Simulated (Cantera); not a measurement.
Feed: 1 mol B, 0.11 mol NH3, 10 mol H2, equilibrated at 2150 K and 0.120 bar.

Method: chemical equilibrium by Gibbs-energy minimisation in Cantera with the NASA 1993 tables (ideal gas, pure condensed phases). Candidate condensed phases: B, BN; 15 gas species. The tables' values for BH2 are old estimates; treat these amounts as uncertain. Gases not in the tables: B2H6 and higher boranes. Rates play no part.

Base state: H2 0.982, H 0.0121, N2 0.00535, BH2 0.00102, BH3 1.73e-5, B 1.13e-5 (mole fractions); condensed: B(s).

### Question
What changes in the equilibrium state with this change: NH3 from 0.11 to 4 mol?

### Answer
```tsv
species	before	after
H2	0.982	0.903
N2	0.00535	0.0854
H	0.0121	0.0116
BH2	0.00102	0.000285
BH3	1.73e-5	4.63e-6
B	1.13e-5	3.43e-6
B(s), mol	0.989	0
BN(s), mol	0	0.995
```
